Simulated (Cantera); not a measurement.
A Cantera script and what it prints.

```python
import numpy as np
import cantera as ct

gas_names = [...]  # 113 gases of nasa_gas.yaml made of C, H, O, Pb
cond_names = """
    C(gr) C6H6(L) C7H8(L) C8H18(L),n-octa H2O(s) H2O(L) Pb(cr) Pb(L) PbO(rd) PbO(yw) PbO(L) PbO2(s)
    Pb3O4(s)
""".split()


# ... load() reads the species with a 1 bar reference pressure and builds the phases ...
atoms = {
    'PbO': {'Pb': 1, 'O': 1},
    'CO': {'C': 1, 'O': 1},
    'H2': {'H': 2},
}
top_T = {'C(gr)': 4500, 'Pb3O4(s)': 820}  # K; cautious upper limits of use, not melting points


# ... equilibrate(T, P, feed) seeds the gas with the atoms and calls Mixture.equilibrate('TP', solver="vcs", rtol=1e-11, max_steps=5000) ...
results = []
feed = {'PbO': 1, 'CO': 3.9, 'H2': 0.32}  # mol
T = 1525  # K
for P in [10, 36, 130, 460, 1700, 6000, 22000, 77000, 280000, 1000000]:
    mix = equilibrate(T, P, feed)
    results.append((T, P, feed, dict(zip(mix.species_names, mix.species_moles))))
    x = sorted(zip(gas.X, gas.species_names), reverse=True)
    print(f"T = {T:g} K  P = {P:g} Pa  gas = {mix.phase_moles(0):.4g} mol")
    print("   x: " + "  ".join(f"{s} {v:.3e}" for v, s in x if v > 0.0001))
    print("   condensed (mol): " + ("  ".join(f"{mix.phase(i).name} {mix.phase_moles(i):.4g}"
          for i in range(1, mix.n_phases) if mix.phase_moles(i) > 1e-12) or "none"))
```

It prints:

```
T = 1525 K  P = 10 Pa  gas = 5.221 mol
   x: CO 5.819e-01  Pb 1.915e-01  CO2 1.650e-01  H2 3.463e-02  H2O 2.644e-02  H 4.402e-04
   condensed (mol): none
T = 1525 K  P = 36 Pa  gas = 5.221 mol
   x: CO 5.820e-01  Pb 1.915e-01  CO2 1.650e-01  H2 3.470e-02  H2O 2.648e-02  H 2.322e-04
   condensed (mol): none
T = 1525 K  P = 130 Pa  gas = 5.22 mol
   x: CO 5.821e-01  Pb 1.915e-01  CO2 1.650e-01  H2 3.473e-02  H2O 2.650e-02  H 1.223e-04
   condensed (mol): none
T = 1525 K  P = 460 Pa  gas = 5.22 mol
   x: CO 5.821e-01  Pb 1.915e-01  CO2 1.650e-01  H2 3.475e-02  H2O 2.652e-02
   condensed (mol): none
T = 1525 K  P = 1700 Pa  gas = 5.22 mol
   x: CO 5.821e-01  Pb 1.915e-01  CO2 1.650e-01  H2 3.476e-02  H2O 2.652e-02
   condensed (mol): none
T = 1525 K  P = 6000 Pa  gas = 5.22 mol
   x: CO 5.822e-01  Pb 1.914e-01  CO2 1.650e-01  H2 3.477e-02  H2O 2.653e-02
   condensed (mol): none
T = 1525 K  P = 22000 Pa  gas = 4.916 mol
   x: CO 6.181e-01  CO2 1.752e-01  Pb 1.415e-01  H2 3.692e-02  H2O 2.817e-02
   condensed (mol): Pb(L) 0.3035
T = 1525 K  P = 77000 Pa  gas = 4.398 mol
   x: CO 6.909e-01  CO2 1.959e-01  H2 4.126e-02  Pb 4.043e-02  H2O 3.149e-02
   condensed (mol): Pb(L) 0.822
T = 1525 K  P = 280000 Pa  gas = 4.267 mol
   x: CO 7.120e-01  CO2 2.019e-01  H2 4.253e-02  H2O 3.246e-02  Pb 1.112e-02
   condensed (mol): Pb(L) 0.9525
T = 1525 K  P = 1e+06 Pa  gas = 4.233 mol
   x: CO 7.178e-01  CO2 2.035e-01  H2 4.287e-02  H2O 3.272e-02  Pb 3.113e-03
   condensed (mol): Pb(L) 0.9868
```

Cantera equilibrium calculation (NASA polynomials, part measured and part estimated; ideal gas, pure solids and liquids).
